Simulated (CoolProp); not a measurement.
Fluorine at 143.92 K and 8.11 MPa is throttled through a valve to 3.44 MPa with no heat exchange. Each further row changes one setting.

The numbers come from the reference Helmholtz-energy equation of state, de Reuck 1990 in CoolProp.

| case | temperature change (K) | final phase | final density (kg/m³) |
|---|---|---|---|
| as stated | -9.1 | ___ | ___ |
| outlet pressure 1.03 MPa | ___ | two-phase, vapour fraction 0.422 | 113 |
| outlet pressure 4.47 MPa | ___ | ___ | 894 |

Task: What belongs in the gaps?

Result: 
- as stated, final phase: two-phase, vapour fraction 0.168
- as stated, final density (kg/m³): 589
- outlet pressure 1.03 MPa, temperature change (K): -31.7
- outlet pressure 4.47 MPa, temperature change (K): -3.7
- outlet pressure 4.47 MPa, final phase: liquid
